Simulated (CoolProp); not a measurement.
Vapour-liquid equilibrium of R22 (1) + n-hexane (2) at 0.00939 MPa; x and y are mole fractions of (1).

Values from CoolProp's multi-fluid Helmholtz-energy mixture model, Kamei 1995 and Thol 2019; pair parameters Bell 2016.

| x | bubble temperature (K) | y at the bubble point | dew temperature at overall composition x (K) | liquid density (mol/L) |
|---|---|---|---|---|
| 0.05 | 229.7 | 0.965 | 280.7 | 8.521 |
| 0.15 | 209.0 | 0.995 | 278.5 | 9.246 |
| 0.25 | 202.0 | 0.998 | 276.1 | 9.897 |
| 0.35 | 198.6 | 0.999 | 273.4 | 10.58 |
| 0.45 | 196.8 | 0.999 | 270.3 | 11.31 |
| 0.55 | 195.7 | 0.999 | 266.7 | 12.13 |
| 0.65 | 195.0 | 0.999 | 262.4 | 13.05 |
| 0.75 | 194.3 | 0.999 | 256.9 | 14.11 |
| 0.85 | 193.5 | 1.000 | 249.0 | 15.33 |
| 0.95 | 192.4 | 1.000 | 234.0 | 16.78 |

No azeotrope shows between x = 0.05 and 0.95.

Pair parameters are fitted to limited data, so mixtures are less certain than the pure fluids. With so large a gap from Raoult's law the liquid may split in two, which this calculation doesn't test in full.
